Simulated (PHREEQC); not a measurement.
BaCl2 is added in steps, without added water, to 1 kg of water holding 120 mmol/kgw CuCl2 and 0.87 mmol/kgw HNO3, at 40 °C. O2 is buffered at 0.21 atm. CO2 is held at log p = -2 (atm). The run lets Witherite, Cu(OH)2, Malachite, Atacamite, Cu2(OH)3NO3 precipitate or redissolve, and no other solid.

Base run: PHREEQC, ion-association model, wateq4f.dat. Each further column changes one thing. The table gives pH.

```csv
BaCl2 added (mol),base,Davies equation for every ion,Debye-Hückel limiting law,database phreeqc.dat,all activity coefficients set to 1
0,3.17,3.20,3.37,3.17,3.06
0.075,3.18,3.20,3.46,3.18,3.06
0.165,3.19,3.19,3.54,3.19,3.06
0.24,3.19,3.17,3.60,3.19,3.06
0.315,3.19,3.15,3.66,3.19,3.06
0.405,3.20,3.13,3.72,3.20,3.06
0.48,3.20,3.10,3.76,3.20,3.06
```

The ionic strength passes 0.7 mol/kgw, the rough limit of the ion-association models, in part of: base; Davies equation for every ion; Debye-Hückel limiting law; database phreeqc.dat; all activity coefficients set to 1. At this temperature some constants are extrapolated from 25 °C, and those without enthalpy data are left unchanged. phreeqc.dat and wateq4f.dat share most of their constants, so their agreement is no independent check. Solids allowed in the column 'database phreeqc.dat': Witherite.
